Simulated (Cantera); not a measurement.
Input (Python, Cantera):

```python
import numpy as np
import cantera as ct

gas = ct.Solution("gri30.yaml")
gas.TPX = 600, 61000, {'CH4': 1, 'CO': 1.2, 'O2': 2.6, 'N2': 10.1}
flame = ct.FreeFlame(gas, width=0.057)
flame.set_refine_criteria(ratio=3, slope=0.08, curve=0.16)
flame.transport_model = "mixture-averaged"
flame.solve(loglevel=0, auto=True)
flame.transport_model = "multicomponent"
flame.soret_enabled = False
flame.solve(loglevel=0, refine_grid=True)
z, T = flame.grid, flame.T
thick = (T[-1] - T[0]) / np.gradient(T, z).max()
show = ['CH4', 'CO', 'O2', 'OH', 'C2H6', 'CH3']
print(f"laminar burning velocity  {flame.velocity[0] * 100:.3f} cm/s")
print(f"burnt temperature         {T[-1]:.1f} K")
print(f"thermal thickness         {thick * 1e3:.4f} mm")
print(f"grid points               {len(z)}")
z0 = z[flame.heat_release_rate.argmax()]
print(f"{'z/mm':>9s}{'T/K':>9s}{'u/(m/s)':>9s}" + "".join(f"{s:>11s}" for s in show))
rows = []
for k in (-3, -2, -1.5, -1, -0.5, -0.25, 0, 0.25, 0.5, 1, 2, 4, 8):
    zz = z0 + k * thick
    rows.append([k * thick, np.interp(zz, z, T), np.interp(zz, z, flame.velocity),
                 *(np.interp(zz, z, flame.X[gas.species_index(s)]) for s in show)])
    print(f"{rows[-1][0] * 1e3:9.3f}{rows[-1][1]:9.1f}{rows[-1][2]:9.3f}" + "".join(f"{x:11.3e}" for x in rows[-1][3:]))
```

It prints:

```
laminar burning velocity  171.205 cm/s
burnt temperature         2372.2 K
thermal thickness         0.5099 mm
grid points               165
     z/mm      T/K  u/(m/s)        CH4         CO         O2         OH       C2H6        CH3
   -1.530    600.0    1.713  6.709e-02  8.051e-02  1.744e-01  4.157e-12  1.712e-09  9.788e-09
   -1.020    600.3    1.715  6.703e-02  8.044e-02  1.743e-01  4.551e-10  4.065e-08  1.331e-07
   -0.765    601.5    1.720  6.689e-02  8.035e-02  1.740e-01  1.356e-08  3.638e-07  7.740e-07
   -0.510    616.6    1.769  6.605e-02  8.016e-02  1.726e-01  1.552e-06  8.076e-06  9.248e-06
   -0.255    841.4    2.439  5.531e-02  8.253e-02  1.575e-01  7.450e-05  2.573e-04  2.025e-04
   -0.127   1205.7    3.526  3.437e-02  9.043e-02  1.274e-01  4.808e-04  4.624e-04  1.257e-03
    0.000   1608.9    4.733  9.065e-03  9.930e-02  8.255e-02  2.874e-03  5.882e-05  1.518e-03
    0.127   1783.3    5.236  7.303e-04  9.101e-02  5.273e-02  6.712e-03  2.810e-07  1.896e-04
    0.255   1834.4    5.356  2.974e-05  7.673e-02  4.080e-02  8.614e-03  3.394e-10  8.538e-06
    0.510   1891.8    5.477  6.709e-08  6.041e-02  3.321e-02  9.701e-03  4.596e-15  2.230e-08
    1.020   1962.8    5.643  8.133e-12  5.139e-02  2.915e-02  1.016e-02 -3.932e-17  3.237e-12
    2.040   2048.6    5.855  4.767e-16  4.748e-02  2.631e-02  1.011e-02  4.104e-17  2.356e-15
    4.080   2144.2    6.088  1.766e-16  4.297e-02  2.307e-02  9.557e-03  1.319e-17  9.589e-16
```

Computed with Cantera and GRI-Mech 3.0 (53 species, 325 reactions). Burning velocities carry a grid error of a few per cent, more on coarse grids.
